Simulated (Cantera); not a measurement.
Cantera run:

```python
import numpy as np
import cantera as ct

gas_names = """
    CL CLO CL2 Fe FeCL FeCL2 FeCL3 FeO Fe(OH)2 Fe2CL4 Fe2CL6 H HCL HOCL HO2 H2 H2O H2O2 O OH O2 O3
""".split()
cond_names = """
    Fe(a) Fe(c) Fe(d) Fe(L) FeCL2(s) FeCL2(L) FeCL3(s) FeCL3(L) FeO(s) FeO(L) Fe(OH)2(s) Fe(OH)3(s)
    Fe2O3(s) Fe3O4(s) H2O(s) H2O(L)
""".split()


# ... load() reads the species with a 1 bar reference pressure and builds the phases ...
atoms = {
    'Fe3O4': {'Fe': 3, 'O': 4},
    'HCl': {'H': 1, 'CL': 1},
}
top_T = {'Fe2O3(s)': 1830, 'Fe3O4(s)': 1870}  # K; cautious upper limits of use, not melting points


# ... equilibrate(T, P, feed) seeds the gas with the atoms and calls Mixture.equilibrate('TP', solver="vcs", rtol=1e-11, max_steps=5000) ...
results = []
feed = {'Fe3O4': 1, 'HCl': 0.26}  # mol
P = 4200  # Pa
for T in [823, 873, 923, 973, 1023, 1073, 1123, 1173]:
    mix = equilibrate(T, P, feed)
    results.append((T, P, feed, dict(zip(mix.species_names, mix.species_moles))))

top = {s: max(r[3][s] / sum(r[3][g] for g in gas_names) for r in results) for s in gas_names}
cols = sorted((s for s in top if top[s] > 0.001), key=lambda s: -top[s])[:5]
seen = [c for c in cond_names if any(r[3].get(c, 0) > 1e-12 for r in results)]
print("log10 of partial pressures in bar; condensed amounts in mol")
print(f"{'T/K':>10s}" + "".join(f"{s[:9]:>10s}" for s in cols + seen))
for T, P, feed, n in results:
    ng = sum(n[g] for g in gas_names)
    print(f"{T:10.4g}" + "".join(f"{np.log10(max(n[s] / ng * P / 1e5, 1e-99)):10.3f}" for s in cols)
          + "".join(f"{n.get(c, 0):10.4g}" for c in seen))
```

Output:

```
log10 of partial pressures in bar; condensed amounts in mol
       T/K       HCL       H2O     FeCL2     FeCL3    Fe2CL4  FeCL2(s)  Fe2O3(s)  Fe3O4(s)
       823    -1.400    -2.744    -3.681    -3.906    -4.690  0.008174  0.009288    0.9903
       873    -1.401    -2.907    -3.230    -3.441    -4.313         0  0.003088    0.9958
       923    -1.407    -2.820    -3.076    -3.396    -4.471         0  0.004336    0.9944
       973    -1.414    -2.739    -2.946    -3.370    -4.627         0  0.005931    0.9927
      1023    -1.421    -2.665    -2.834    -3.356    -4.779         0  0.007823    0.9908
      1073    -1.430    -2.597    -2.737    -3.351    -4.925         0  0.009939    0.9887
      1123    -1.439    -2.535    -2.654    -3.353    -5.066         0   0.01219    0.9864
      1173    -1.449    -2.479    -2.581    -3.362    -5.201         0   0.01445    0.9841
```

Method: chemical equilibrium by Gibbs-energy minimisation in Cantera with the NASA 1993 tables (ideal gas, pure condensed phases). Mutual solubility and eutectic melting of coexisting phases are not modelled. Condensed phases not in the tables: FeOCl.
